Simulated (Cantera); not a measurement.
Feed: 1 mol Mg(OH)2, 0.78 mol C, 0.039 mol CO2, at 1175 K and 1.33 mbar.

Equilibrium computed with Cantera from the NASA thermochemical tables; the gas is ideal and each condensed phase is pure. Candidate condensed phases: C, C6H6, C7H8, C8H18, H2O, Mg, MgCO3, MgO, Mg(OH)2; 116 gas species. Equilibrium is a limit: real reactors are often held back by kinetics, nucleation or transport.

Base state: H2 0.464, CO 0.394, H2O 0.0856, CO2 0.0567 (mole fractions); condensed: MgO(s).

What changes in the equilibrium state with this change: Mg(OH)2 replaced by Ca(OH)2?


```json
[
 {"species": "H2", "before": "0.464", "after": "0.464"},
 {"species": "CO", "before": "0.394", "after": "0.394"},
 {"species": "H2O", "before": "0.0856", "after": "0.0856"},
 {"species": "CO2", "before": "0.0567", "after": "0.0567"},
 {"species": "MgO(s), mol", "before": "1.00", "after": "0"},
 {"species": "CaO(s), mol", "before": "0", "after": "1.00"}
]
```
Further candidate phases: Ca, CaCO3, CaO, Ca(OH)2.

What changes in the equilibrium state with this change: temperature from 1175 K to 1923 K?


```csv
species,before,after
CO,0.394,0.412
H2,0.464,0.408
H2O,0.0856,0.122
CO2,0.0567,0.0288
Mg,<1e-9,0.0121
H,2.29e-6,0.0165
OH,2.94e-9,0.000425
MgOH,<1e-9,6.28e-5
"MgO(s), mol",1.00,0.977
```

What changes in the equilibrium state with this change: C from 0.78 to 0.014 mol?


```tsv
species	before	after
H2O	0.0856	0.925
CO2	0.0567	0.0487
H2	0.464	0.0249
CO	0.394	0.00168
MgO(s), mol	1.00	1.00
```
